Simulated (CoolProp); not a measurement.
R236FA at 293.15 K and 0.0703 MPa flows at 0.067 m/s in a round tube of 2 mm bore and 0.25 µm roughness, fully developed (64/Re and Nu = 3.66 if laminar; Colebrook and Gnielinski if turbulent). Each further row changes one setting.

Computed with CoolProp (reference Helmholtz-energy equation of state, Pan 2012).

```csv
case,Reynolds number,Darcy friction factor,pressure drop (Pa/m),heat-transfer coefficient (W/(m² K)),mass flow (kg/h)
as stated,55.9,1.15,5.78,22.4,0.00340
velocity 0.134 m/s,112,0.573,11.6,22.4,0.00681
diameter 4 mm,112,0.573,1.44,11.2,0.0136
```

Viscosity comes from a separate model (Huber 2003), an estimate that may be off by 10 % or more. Thermal conductivity comes from a separate model (Huber 2003), an estimate that may be off by 10 % or more.
